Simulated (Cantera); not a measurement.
**Catalytic stagnation flow on Pt**

A jet of 2.12 % CH4, 9.61 % O2, 88.3 % N2 at 300 K and 35000 Pa hits a platinum plate 3.4 cm away at a mass flux of 0.06 kg/m²/s; the plate temperature is set and raised in steps from an oxygen-covered start.

Detailed kinetics in Cantera: Deutschmann's 1995 Pt surface mechanism with GRI-Mech 3.0 gas chemistry. Catalytic surfaces can have several steady states; this one follows from the mechanism file's or the stated starting coverage.

```json
[
 {"plate T (K)": "950", "wall x CH4": "0.00740", "wall x O2": "0.0668", "wall x H2O": "0.0257", "wall x OH": "5.20e-8", "wall x CO": "3.43e-6", "wall x CO2": "0.0168", "θ free Pt": "0.217", "θ O*": "0.781", "θ OH*": "0.00212"},
 {"plate T (K)": "1000", "wall x CH4": "0.00491", "wall x O2": "0.0615", "wall x H2O": "0.0303", "wall x OH": "1.38e-7", "wall x CO": "3.06e-6", "wall x CO2": "0.0199", "θ free Pt": "0.283", "θ O*": "0.715", "θ OH*": "0.00209"},
 {"plate T (K)": "1050", "wall x CH4": "0.00340", "wall x O2": "0.0584", "wall x H2O": "0.0330", "wall x OH": "3.27e-7", "wall x CO": "2.81e-6", "wall x CO2": "0.0216", "θ free Pt": "0.349", "θ O*": "0.649", "θ OH*": "0.00195"},
 {"plate T (K)": "1100", "wall x CH4": "0.00248", "wall x O2": "0.0565", "wall x H2O": "0.0346", "wall x OH": "7.04e-7", "wall x CO": "2.66e-6", "wall x CO2": "0.0227", "θ free Pt": "0.414", "θ O*": "0.584", "θ OH*": "0.00177"},
 {"plate T (K)": "1150", "wall x CH4": "0.00189", "wall x O2": "0.0554", "wall x H2O": "0.0356", "wall x OH": "1.40e-6", "wall x CO": "2.63e-6", "wall x CO2": "0.0233", "θ free Pt": "0.477", "θ O*": "0.521", "θ OH*": "0.00158"},
 {"plate T (K)": "1200", "wall x CH4": "0.00131", "wall x O2": "0.0546", "wall x H2O": "0.0363", "wall x OH": "2.67e-6", "wall x CO": "3.75e-6", "wall x CO2": "0.0235", "θ free Pt": "0.537", "θ O*": "0.462", "θ OH*": "0.00140"}
]
```
x: mole fraction at the wall; θ: surface coverage.
